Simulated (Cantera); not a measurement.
**AlCl3 + H2O + H2 (aluminium nitride and oxide growth)**

Input: 1 mol AlCl3, 26 mol H2O, a varied amount of H2, held at 875 K and 0.133 bar.

Equilibrium computed with Cantera from the NASA thermochemical tables; the gas is ideal and each condensed phase is pure. Candidate condensed phases: Al, AlCl3, Al2O3, H2O; 29 gas species. Condensed phases not in the tables: AlOCl. Rates play no part.

```tsv
n(H2) (mol)	x H2	x H2O	x HCl	n Al2O3(s)
7.1	0.205	0.708	0.0867	0.500
9.4	0.255	0.664	0.0813	0.500
13	0.321	0.605	0.0741	0.500
17	0.382	0.551	0.0674	0.500
22	0.444	0.495	0.0606	0.500
30	0.522	0.426	0.0522	0.500
39	0.586	0.368	0.0451	0.500
52	0.654	0.308	0.0377	0.500
70	0.718	0.251	0.0308	0.500
93	0.772	0.203	0.0249	0.500
120	0.814	0.166	0.0203	0.500
160	0.853	0.131	0.0160	0.500
220	0.889	0.0990	0.0121	0.500
```
x: gas mole fraction; n: condensed amount in mol.

From 7.1 mol H2 to 220 mol H2 the condensed part is Al2O3(s).
